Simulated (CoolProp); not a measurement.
A closed Brayton cycle with carbon dioxide: compressor inlet 332.15 K and 8.4 MPa, high pressure 15.6 MPa, turbine inlet 640 K, compressor efficiency 0.85, turbine efficiency 0.9, recuperator effectiveness 0.95 (on enthalpy, no pinch check). Each further row changes one setting.

The numbers come from the reference Helmholtz-energy equation of state, Span 1996 in CoolProp.

```json
[
 {"case": "as stated", "thermal efficiency (%)": "24.4", "net work (kJ/kg)": "30.4", "compressor to turbine work": "0.51", "compressor exit (K)": "385.6", "turbine exit (K)": "575.2"},
 {"case": "turbine inlet 590 K", "thermal efficiency (%)": "21.0", "net work (kJ/kg)": "[?]", "compressor to turbine work": "0.57", "compressor exit (K)": "385.6", "turbine exit (K)": "[?]"},
 {"case": "compressor inlet 342.15 K", "thermal efficiency (%)": "[?]", "net work (kJ/kg)": "[?]", "compressor to turbine work": "0.57", "compressor exit (K)": "398.5", "turbine exit (K)": "575.2"},
 {"case": "high pressure 13.3 MPa", "thermal efficiency (%)": "[?]", "net work (kJ/kg)": "24.1", "compressor to turbine work": "[?]", "compressor exit (K)": "371.5", "turbine exit (K)": "591.7"},
 {"case": "recuperator effectiveness 0.5", "thermal efficiency (%)": "13.6", "net work (kJ/kg)": "30.4", "compressor to turbine work": "0.51", "compressor exit (K)": "385.6", "turbine exit (K)": "575.2"}
]
```

Problem. Some entries are withheld; supply them.

Solution. 
- turbine inlet 590 K, net work (kJ/kg): 24.3
- turbine inlet 590 K, turbine exit (K): 527.7
- compressor inlet 342.15 K, thermal efficiency (%): 22.9
- compressor inlet 342.15 K, net work (kJ/kg): 26.9
- high pressure 13.3 MPa, thermal efficiency (%): 23.7
- high pressure 13.3 MPa, compressor to turbine work: 0.49
